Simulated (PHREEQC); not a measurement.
Consider water at 75 °C with 0.04 mol NH3, 0.00021 mol K2SO4 and 6.3e-05 mol H3BO3 per kg of water. Closed to the air; pH follows from the charge balance.

Model: ion-association model, phreeqc.dat, run in PHREEQC.

Precipitation was switched off in this run.

### Question
What pH, ionic strength does the model give?

### Answer
pH 9.60; ionic strength 0.00153 mol/kgw.

### Question
In which forms is B present?

### Answer
H2BO3- 84 %, H3BO3 16 % of the B.

Complexes and solids missing from the database can't appear. At this temperature some constants are extrapolated from 25 °C, and those without enthalpy data are left unchanged.
